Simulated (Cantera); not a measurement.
## Adiabatic ignition

An adiabatic, constant-pressure homogeneous reactor starts with CH4 : H2 : O2 : N2 : H2O = 1 : 0.038 : 1.35 : 5.06 : 0.34 (molar parts), at 1250 K and 3750 Torr.

Detailed kinetics in Cantera: GRI-Mech 3.0 (53 species, 325 reactions).

```json
[
 {"t (s)": "2.00e-6", "T (K)": "1250", "x CH4": "0.128", "x H2": "0.00488", "x O2": "0.173", "x NO": "<1e-12", "x NO2": "<1e-12", "x C2H4": "<1e-12", "x CH2": "<1e-12"},
 {"t (s)": "5.52e-6", "T (K)": "1250", "x CH4": "0.128", "x H2": "0.00488", "x O2": "0.173", "x NO": "<1e-12", "x NO2": "<1e-12", "x C2H4": "<1e-12", "x CH2": "<1e-12"},
 {"t (s)": "1.53e-5", "T (K)": "1250", "x CH4": "0.128", "x H2": "0.00488", "x O2": "0.173", "x NO": "<1e-12", "x NO2": "<1e-12", "x C2H4": "2.30e-12", "x CH2": "<1e-12"},
 {"t (s)": "4.21e-5", "T (K)": "1250", "x CH4": "0.128", "x H2": "0.00488", "x O2": "0.173", "x NO": "<1e-12", "x NO2": "<1e-12", "x C2H4": "7.25e-11", "x CH2": "<1e-12"},
 {"t (s)": "0.000116", "T (K)": "1250", "x CH4": "0.128", "x H2": "0.00488", "x O2": "0.173", "x NO": "<1e-12", "x NO2": "<1e-12", "x C2H4": "3.81e-9", "x CH2": "<1e-12"},
 {"t (s)": "0.000321", "T (K)": "1250", "x CH4": "0.128", "x H2": "0.00487", "x O2": "0.173", "x NO": "<1e-12", "x NO2": "<1e-12", "x C2H4": "2.43e-7", "x CH2": "4.44e-12"},
 {"t (s)": "0.000887", "T (K)": "1252", "x CH4": "0.128", "x H2": "0.00486", "x O2": "0.173", "x NO": "<1e-12", "x NO2": "<1e-12", "x C2H4": "3.29e-6", "x CH2": "9.41e-12"},
 {"t (s)": "0.00245", "T (K)": "1261", "x CH4": "0.126", "x H2": "0.00496", "x O2": "0.172", "x NO": "<1e-12", "x NO2": "<1e-12", "x C2H4": "4.87e-5", "x CH2": "4.31e-11"},
 {"t (s)": "0.00676", "T (K)": "2571", "x CH4": "1.02e-11", "x H2": "0.0749", "x O2": "0.000103", "x NO": "0.000360", "x NO2": "1.47e-8", "x C2H4": "<1e-12", "x CH2": "<1e-12"},
 {"t (s)": "0.0187", "T (K)": "2570", "x CH4": "1.03e-11", "x H2": "0.0750", "x O2": "0.000101", "x NO": "0.000497", "x NO2": "2.02e-8", "x C2H4": "<1e-12", "x CH2": "<1e-12"},
 {"t (s)": "0.0516", "T (K)": "2570", "x CH4": "1.03e-11", "x H2": "0.0750", "x O2": "0.000101", "x NO": "0.000497", "x NO2": "2.02e-8", "x C2H4": "<1e-12", "x CH2": "<1e-12"},
 {"t (s)": "0.142", "T (K)": "2570", "x CH4": "1.03e-11", "x H2": "0.0750", "x O2": "0.000101", "x NO": "0.000497", "x NO2": "2.02e-8", "x C2H4": "<1e-12", "x CH2": "<1e-12"},
 {"t (s)": "0.393", "T (K)": "2570", "x CH4": "1.03e-11", "x H2": "0.0750", "x O2": "0.000101", "x NO": "0.000497", "x NO2": "2.02e-8", "x C2H4": "<1e-12", "x CH2": "<1e-12"},
 {"t (s)": "1.09", "T (K)": "2570", "x CH4": "1.03e-11", "x H2": "0.0750", "x O2": "0.000101", "x NO": "0.000497", "x NO2": "2.02e-8", "x C2H4": "<1e-12", "x CH2": "<1e-12"},
 {"t (s)": "3.00", "T (K)": "2570", "x CH4": "1.03e-11", "x H2": "0.0750", "x O2": "0.000101", "x NO": "0.000497", "x NO2": "2.02e-8", "x C2H4": "<1e-12", "x CH2": "<1e-12"}
]
```
x: mole fraction; the columns are a selection and need not sum to one.

time of steepest temperature rise: 4.59 ms
temperature at 3.00 s: 2570 K
equilibrium temperature: 2570 K
x(CH4) at 3.00 s: 1.03e-11 (gas-phase equilibrium 1.17e-11)
x(H2) at 3.00 s: 0.0750 (gas-phase equilibrium 0.0750)
x(O2) at 3.00 s: 0.000101 (gas-phase equilibrium 0.000101)
